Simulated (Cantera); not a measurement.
Charge: 1 mol CCl4, 0.1 mol F2, 0.22 mol H2, held at 91.0 mbar.

Cantera equilibrium calculation (NASA polynomials, part measured and part estimated; ideal gas, pure solids and liquids). Candidate condensed phases: C, C6H6, C7H8, C8H18; 118 gas species. The tables' values for CCl are old estimates; treat these amounts as uncertain. Kinetics and transport are ignored.

log p: log10 of the partial pressure in bar; n: condensed amount in mol.

```json
[
 {"T (K)": "1723", "log p Cl": "-1.38", "log p Cl2": "-1.44", "log p HCl": "-2.12", "log p HF": "-2.24", "log p H": "-8.32", "log p F": "?", "log p C3": "<-13", "n C(graphite)": "0.997"},
 {"T (K)": "1823", "log p Cl": "-1.26", "log p Cl2": "-1.62", "log p HCl": "-2.17", "log p HF": "-2.27", "log p H": "-7.76", "log p F": "?", "log p C3": "-12.64", "n C(graphite)": "0.999"},
 {"T (K)": "1923", "log p Cl": "-1.18", "log p Cl2": "-1.84", "log p HCl": "-2.22", "log p HF": "-2.30", "log p H": "-7.21", "log p F": "?", "log p C3": "-11.41", "n C(graphite)": "0.999"},
 {"T (K)": "2023", "log p Cl": "-1.14", "log p Cl2": "-2.09", "log p HCl": "-2.24", "log p HF": "-2.33", "log p H": "-6.67", "log p F": "?", "log p C3": "-10.31", "n C(graphite)": "0.999"},
 {"T (K)": "2123", "log p Cl": "-1.12", "log p Cl2": "-2.35", "log p HCl": "-2.26", "log p HF": "-2.35", "log p H": "-6.17", "log p F": "?", "log p C3": "-9.32", "n C(graphite)": "0.999"},
 {"T (K)": "2223", "log p Cl": "-1.10", "log p Cl2": "-2.61", "log p HCl": "-2.26", "log p HF": "-2.36", "log p H": "-5.69", "log p F": "?", "log p C3": "-8.42", "n C(graphite)": "0.999"},
 {"T (K)": "2323", "log p Cl": "-1.10", "log p Cl2": "-2.86", "log p HCl": "-2.27", "log p HF": "-2.37", "log p H": "-5.24", "log p F": "?", "log p C3": "-7.59", "n C(graphite)": "0.999"},
 {"T (K)": "2423", "log p Cl": "-1.09", "log p Cl2": "-3.09", "log p HCl": "-2.27", "log p HF": "-2.38", "log p H": "-4.82", "log p F": "?", "log p C3": "-6.84", "n C(graphite)": "0.999"},
 {"T (K)": "2523", "log p Cl": "-1.09", "log p Cl2": "-3.30", "log p HCl": "-2.27", "log p HF": "-2.38", "log p H": "-4.44", "log p F": "?", "log p C3": "-6.15", "n C(graphite)": "0.999"},
 {"T (K)": "2623", "log p Cl": "-1.09", "log p Cl2": "-3.50", "log p HCl": "-2.27", "log p HF": "-2.39", "log p H": "-4.08", "log p F": "?", "log p C3": "-5.51", "n C(graphite)": "0.998"},
 {"T (K)": "2723", "log p Cl": "-1.09", "log p Cl2": "-3.69", "log p HCl": "-2.27", "log p HF": "-2.40", "log p H": "-3.76", "log p F": "?", "log p C3": "-4.92", "n C(graphite)": "0.996"},
 {"T (K)": "2823", "log p Cl": "-1.09", "log p Cl2": "-3.87", "log p HCl": "-2.28", "log p HF": "-2.41", "log p H": "-3.46", "log p F": "?", "log p C3": "-4.38", "n C(graphite)": "0.991"},
 {"T (K)": "2923", "log p Cl": "-1.09", "log p Cl2": "-4.03", "log p HCl": "-2.30", "log p HF": "-2.42", "log p H": "-3.19", "log p F": "?", "log p C3": "-3.87", "n C(graphite)": "0.975"},
 {"T (K)": "3023", "log p Cl": "-1.09", "log p Cl2": "-4.19", "log p HCl": "-2.34", "log p HF": "-2.45", "log p H": "-2.96", "log p F": "?", "log p C3": "-3.40", "n C(graphite)": "0.929"}
]
```

**Question.** Complete the blanks.

**Answer.** 
- 1723, log p F: -5.34
- 1823, log p F: -4.97
- 1923, log p F: -4.68
- 2023, log p F: -4.45
- 2123, log p F: -4.26
- 2223, log p F: -4.09
- 2323, log p F: -3.95
- 2423, log p F: -3.82
- 2523, log p F: -3.71
- 2623, log p F: -3.61
- 2723, log p F: -3.51
- 2823, log p F: -3.41
- 2923, log p F: -3.32
- 3023, log p F: -3.22
